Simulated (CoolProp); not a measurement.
Properties of nitrous oxide along the isotherm 500 K (Tc = 309.5 K, pc = 7245 kPa, ω = 0.161).

Model: reference Helmholtz-energy equation of state, Lemmon 2006, in CoolProp. It is a short technical equation, of lower accuracy than the large ones.

| p (kPa) | phase | cp (kJ/(kg K)) | cv (kJ/(kg K)) | Joule-Thomson coefficient (K/MPa) | isothermal compressibility (1/MPa) | fugacity coefficient |
|---|---|---|---|---|---|---|
| 402 | gas | 1.048 | 0.8543 | 3.394 | 2.496 | 0.9966 |
| 805 | gas | ___ | 0.8555 | 3.378 | 1.251 | 0.9932 |
| 1210 | gas | 1.059 | 0.8567 | 3.362 | 0.8349 | 0.9898 |
| 1610 | gas | ___ | 0.8579 | 3.345 | 0.6295 | 0.9864 |
| 2010 | gas | 1.071 | 0.8591 | 3.329 | 0.5059 | 0.9831 |
| 2410 | gas | ___ | 0.8603 | 3.312 | 0.4233 | 0.9798 |
| 2820 | gas | 1.083 | 0.8615 | 3.294 | 0.3629 | 0.9765 |
| 3220 | gas | 1.089 | 0.8627 | 3.277 | 0.3188 | ___ |
| 3620 | gas | 1.096 | 0.8638 | 3.259 | 0.2845 | 0.9700 |

**Question.** What belongs in the gaps?

**Answer.** 
- 805, cp (kJ/(kg K)): 1.053
- 1610, cp (kJ/(kg K)): 1.065
- 2410, cp (kJ/(kg K)): 1.077
- 3220, fugacity coefficient: 0.9732
